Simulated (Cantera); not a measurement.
An isothermal, constant-pressure homogeneous reactor starts with NO : N₂ = 1 : 1 (molar parts), at 1625 K and 0.0300 bar. Integrator tolerance rtol = 1e-08.

Cantera simulation using GRI-Mech 3.0 (53 species, 325 reactions); the numbers are that mechanism's predictions, not measurements. Radical loss at walls, strong at low pressure, is not modelled.

Problem. What does this change do: temperature 1625 to 2198 K?

Solution. 
| quantity | before | after |
|---|---|---|
| x(NO) at 7.00 s | 0.495 (gas-phase equilibrium 0.00229) | 0.0136 (gas-phase equilibrium 0.0130) |
| x(O) at 7.00 s | 1.08e-5 (gas-phase equilibrium 5.64e-5) | 0.00757 (gas-phase equilibrium 0.00758) |
| x(N₂O) at 7.00 s | 8.39e-5 (gas-phase equilibrium 2.30e-8) | 1.25e-7 (gas-phase equilibrium 1.22e-7) |
| x(N₂) at 7.00 s | 0.502 (gas-phase equilibrium 0.749) | 0.740 (gas-phase equilibrium 0.741) |
| x(NO₂) at 7.00 s | 4.43e-5 (gas-phase equilibrium 1.63e-6) | 3.21e-6 (gas-phase equilibrium 3.07e-6) |
| x(O₂) at 7.00 s | 0.00219 (gas-phase equilibrium 0.249) | 0.238 (gas-phase equilibrium 0.239) |
